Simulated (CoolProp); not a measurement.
R123 at 293.15 K and 0.00592 MPa flows at 0.065 m/s in a round tube of 10 mm bore and 0.25 µm roughness, fully developed (64/Re and Nu = 3.66 if laminar; Colebrook and Gnielinski if turbulent). Each further row changes one setting.

Computed with CoolProp (reference Helmholtz-energy equation of state, Younglove 1994). It is a modified Benedict-Webb-Rubin equation, recast in Helmholtz form.

| case | Reynolds number | Darcy friction factor | pressure drop (Pa/m) | heat-transfer coefficient (W/(m² K)) | mass flow (kg/h) |
|---|---|---|---|---|---|
| as stated | ? | ? | ? | 3.26 | ? |
| velocity 0.13 m/s | 45.6 | 1.40 | ? | 3.26 | ? |
| diameter 20 mm | 45.6 | 1.40 | ? | ? | 0.0274 |

What belongs in the gaps?


- as stated, Reynolds number: 22.8
- as stated, Darcy friction factor: 2.80
- as stated, pressure drop (Pa/m): 0.221
- as stated, mass flow (kg/h): 0.00684
- velocity 0.13 m/s, pressure drop (Pa/m): 0.441
- velocity 0.13 m/s, mass flow (kg/h): 0.0137
- diameter 20 mm, pressure drop (Pa/m): 0.0552
- diameter 20 mm, heat-transfer coefficient (W/(m² K)): 1.63

Viscosity comes from a separate model (Tanaka 1996). Thermal conductivity comes from a separate model (Laesecke 1996).
